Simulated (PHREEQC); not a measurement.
Make-up at 80 °C: 0.035 mol (NH4)2SO4 per kg of water. Closed to the air; pH follows from the charge balance.

Computed with PHREEQC (ion-association model, phreeqc.dat).

| quantity | before | after |
|---|---|---|
| pH | 4.99 | 4.85 |
| ionic strength (mol/kgw) | 0.0901 | 0.752 |
| NH4+ (mol/kgw) | 0.0626 | 0.551 |
| SO4-2 (mol/kgw) | 0.0276 | 0.201 |
| NH4SO4- (mol/kgw) | 0.00738 | 0.149 |
| NH3 (mol/kgw) | 6.41e-5 | 0.000249 |

What was changed between the two runs?
(A) (NH4)2SO4 from 0.035 to 0.0175 mol/kgw
(B) temperature from 80 to 30 °C
(C) (NH4)2SO4 from 0.035 to 0.35 mol/kgw
(D) temperature from 80 to 85 °C
(E) diluted 5-fold with water

C, (NH4)2SO4 from 0.035 to 0.35 mol/kgw

No solid was allowed to form. The ionic strength passes 0.7 mol/kgw, the rough limit of the ion-association models, in after. At this temperature some constants are extrapolated from 25 °C, and those without enthalpy data are left unchanged.
